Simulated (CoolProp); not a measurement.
Properties of neopentane at several states.

Computed with CoolProp (reference Helmholtz-energy equation of state, Lemmon 2006). It is a short technical equation, of lower accuracy than the large ones.

```
T (K)  p (kPa)  phase  density (kg/m³)  cv (kJ/(kg K))  speed of sound (m/s)  expansivity (1/kK)  fugacity coefficient
-----  -------  -----  ---------------  --------------  --------------------  ------------------  --------------------
313.3     14.7    gas           0.4089           1.640                     …               3.238                0.9956
309.2     52.1    gas            1.487               …                     …               3.415                0.9838
507.6     21.8    gas           0.3732           2.505                     …               1.979                0.9986
```

Q: Complete the blanks.

A: 
- 313.3, speed of sound (m/s): 195.8
- 309.2, cv (kJ/(kg K)): 1.624
- 309.2, speed of sound (m/s): 192.6
- 507.6, speed of sound (m/s): 247.1
